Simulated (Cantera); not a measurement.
Input (Python, Cantera):

```python
import numpy as np
import cantera as ct

gas = ct.Solution("h2o2.yaml")
gas.TPX = 1125, 2666, {'H2': 0.044, 'O2': 2.3}
reactor = ct.IdealGasConstPressureReactor(gas, energy="off", clone=False)
net = ct.ReactorNet([reactor])
net.rtol, net.atol = 1e-08, 1e-18
show = ['H2', 'O2', 'H', 'H2O2', 'OH', 'O', 'H2O']
times = np.geomspace(2e-05, 100, 9)

steps = ct.SolutionArray(gas, extra=["t"])
rows = []
print(f"{'t/s':>10s}{'T/K':>9s}{'P/Pa':>11s}" + "".join(f"{s:>11s}" for s in show))
for t in times:
    while net.time < t:
        t_next = net.step()
        steps.append(gas.state, t=t_next)
    rows.append([np.interp(t, steps.t, y) for y in (steps.T, steps.P, *steps(*show).X.T)])
    print(f"{t:10.3e}{rows[-1][0]:9.1f}{rows[-1][1]:11.4g}" + "".join(f"{x:11.3e}" for x in rows[-1][2:]))
rate = np.gradient(steps.T, steps.t)
print("integrator steps:", len(steps.t))
if steps.T.max() > steps.T[0] + 200:
    print(f"time of steepest temperature rise: {steps.t[rate.argmax()]:.4e} s")
gas.TPX = 1125, 2666, {'H2': 0.044, 'O2': 2.3}
gas.equilibrate("TP")
print(f"equilibrium (TP): T = {gas.T:.1f} K  " + "  ".join(f"{s} {gas[s].X[0]:.3e}" for s in show))
```

It prints:

```
       t/s      T/K       P/Pa         H2         O2          H       H2O2         OH          O        H2O
 2.000e-05   1125.0       2666  1.877e-02  9.812e-01  1.118e-10  2.262e-15  3.783e-11  3.933e-11  2.710e-12
 1.375e-04   1125.0       2666  1.877e-02  9.812e-01  4.452e-10  1.072e-13  7.977e-10  1.012e-09  4.435e-10
 9.457e-04   1125.0       2666  1.877e-02  9.812e-01  3.501e-08  5.500e-12  9.735e-08  1.559e-07  1.858e-07
 6.503e-03   1125.0       2666  1.782e-04  9.684e-01  1.318e-03  8.441e-08  1.106e-03  1.159e-02  1.742e-02
 4.472e-02   1125.0       2666  3.014e-05  9.782e-01  1.223e-04  6.493e-08  4.757e-04  2.535e-03  1.859e-02
 3.075e-01   1125.0       2666  1.270e-06  9.809e-01  1.142e-06  2.642e-08  1.007e-04  1.122e-04  1.890e-02
 2.115e+00   1125.0       2666  4.934e-08  9.810e-01  9.613e-09  3.544e-09  2.057e-05  4.622e-06  1.894e-02
 1.454e+01   1125.0       2666  3.656e-09  9.810e-01  2.058e-10  3.875e-10  5.710e-06  3.564e-07  1.895e-02
 1.000e+02   1125.0       2666  4.757e-10  9.810e-01  9.926e-12  5.777e-11  2.075e-06  4.712e-08  1.895e-02
integrator steps: 2056
equilibrium (TP): T = 1125.0 K  H2 2.843e-10  O2 9.810e-01  H 4.619e-12  H2O2 3.590e-11  OH 1.604e-06  O 2.818e-08  H2O 1.895e-02
```

Detailed kinetics in Cantera: the H2/O2 subset of GRI-Mech 3.0, which has no nitrogen chemistry. Radical loss at walls, strong at low pressure, is not modelled.
